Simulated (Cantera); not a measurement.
What does this Cantera script print?

```python
import numpy as np
import cantera as ct

gas = ct.Solution("gri30.yaml")
gas.TPX = 1050, 1300000, {'CH4': 1, 'C2H6': 0.27, 'O2': 1.47, 'N2': 5.54, 'H2O': 1.7}
reactor = ct.IdealGasConstPressureReactor(gas, energy="on", clone=False)
net = ct.ReactorNet([reactor])
net.rtol, net.atol = 1e-08, 1e-16
show = ['CH4', 'C2H6', 'O2', 'N2O', 'H2', 'HCN']
times = np.geomspace(5e-06, 2, 16)

steps = ct.SolutionArray(gas, extra=["t"])
rows = []
print(f"{'t/s':>10s}{'T/K':>9s}{'P/Pa':>11s}" + "".join(f"{s:>11s}" for s in show))
for t in times:
    while net.time < t:
        t_next = net.step()
        steps.append(gas.state, t=t_next)
    rows.append([np.interp(t, steps.t, y) for y in (steps.T, steps.P, *steps(*show).X.T)])
    print(f"{t:10.3e}{rows[-1][0]:9.1f}{rows[-1][1]:11.4g}" + "".join(f"{x:11.3e}" for x in rows[-1][2:]))
rate = np.gradient(steps.T, steps.t)
print("integrator steps:", len(steps.t))
if steps.T.max() > steps.T[0] + 200:
    print(f"time of steepest temperature rise: {steps.t[rate.argmax()]:.4e} s")
gas.TPX = 1050, 1300000, {'CH4': 1, 'C2H6': 0.27, 'O2': 1.47, 'N2': 5.54, 'H2O': 1.7}
gas.equilibrate("HP")
print(f"equilibrium (HP): T = {gas.T:.1f} K  " + "  ".join(f"{s} {gas[s].X[0]:.3e}" for s in show))
```

It prints:

```
       t/s      T/K       P/Pa        CH4       C2H6         O2        N2O         H2        HCN
 5.000e-06   1050.0    1.3e+06  1.002e-01  2.705e-02  1.473e-01  3.177e-17  3.217e-12  5.245e-28
 1.182e-05   1050.0    1.3e+06  1.002e-01  2.705e-02  1.473e-01  1.873e-16  1.451e-11  2.727e-27
 2.792e-05   1050.0    1.3e+06  1.002e-01  2.705e-02  1.473e-01  1.262e-15  6.842e-11  1.304e-26
 6.598e-05   1050.0    1.3e+06  1.002e-01  2.705e-02  1.473e-01  9.072e-15  3.179e-10  5.357e-26
 1.559e-04   1050.0    1.3e+06  1.002e-01  2.705e-02  1.473e-01  6.358e-14  1.505e-09  1.867e-25
 3.684e-04   1050.0    1.3e+06  1.002e-01  2.705e-02  1.473e-01  4.289e-13  8.669e-09  6.571e-25
 8.706e-04   1050.0    1.3e+06  1.002e-01  2.705e-02  1.473e-01  3.348e-12  9.181e-08  3.475e-24
 2.057e-03   1050.2    1.3e+06  1.002e-01  2.701e-02  1.472e-01  3.794e-11  3.205e-06  2.888e-22
 4.861e-03   1062.0    1.3e+06  9.881e-02  2.535e-02  1.449e-01  5.158e-10  2.084e-04  2.293e-18
 1.149e-02   1996.0    1.3e+06  1.092e-03  8.072e-08  1.453e-08  2.290e-10  1.507e-01  1.691e-06
 2.714e-02   1989.4    1.3e+06  5.118e-06  2.075e-12  1.262e-08  2.118e-10  1.548e-01  3.491e-07
 6.414e-02   1989.3    1.3e+06  1.269e-08  1.530e-17  1.263e-08  2.123e-10  1.548e-01  3.179e-07
 1.516e-01   1989.3    1.3e+06  1.269e-08  1.529e-17  1.263e-08  2.128e-10  1.548e-01  3.291e-07
 3.582e-01   1989.3    1.3e+06  1.269e-08  1.529e-17  1.263e-08  2.142e-10  1.548e-01  3.535e-07
 8.464e-01   1989.3    1.3e+06  1.269e-08  1.529e-17  1.263e-08  2.171e-10  1.548e-01  4.008e-07
 2.000e+00   1989.3    1.3e+06  1.269e-08  1.529e-17  1.263e-08  2.217e-10  1.548e-01  4.671e-07
integrator steps: 2609
time of steepest temperature rise: 6.0507e-03 s
equilibrium (HP): T = 1989.3 K  CH4 1.400e-08  C2H6 1.804e-17  O2 1.263e-08  N2O 2.254e-10  H2 1.548e-01  HCN 5.140e-07
```

Cantera simulation using GRI-Mech 3.0 (53 species, 325 reactions); the numbers are that mechanism's predictions, not measurements. The pressure lies above the range GRI-Mech 3.0 was tuned for (to about 10 atm).
